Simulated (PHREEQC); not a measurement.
2.2 g of hydrous ferric oxide (600 m²/g; 0.2 weak and 0.005 strong sites per Fe, Dzombak-Morel constants, diffuse double layer) in 1 kg of water with 0.001 mol/kgw of an inert sodium salt and 4.6e-05 mol/kgw SrCl2, at 25 °C; the pH is set by adding NaOH or the inert anion's acid. Oxygen is held at 0.21 atm. No CO2 enters from the air. Precipitation was switched off in this run.

Computed with PHREEQC (ion-association model, wateq4f.dat).

Question: Predict Sr sorbed (%) at pH = 4.88, 6.38, 7.88, 8.25, 9.

Answer: 
```tsv
pH	Sr sorbed (%)
4.88	0.0
6.38	0.4
7.88	67.3
8.25	90.4
9	99.6
```

The oxide is taken as insoluble; below pH 4 it would dissolve.
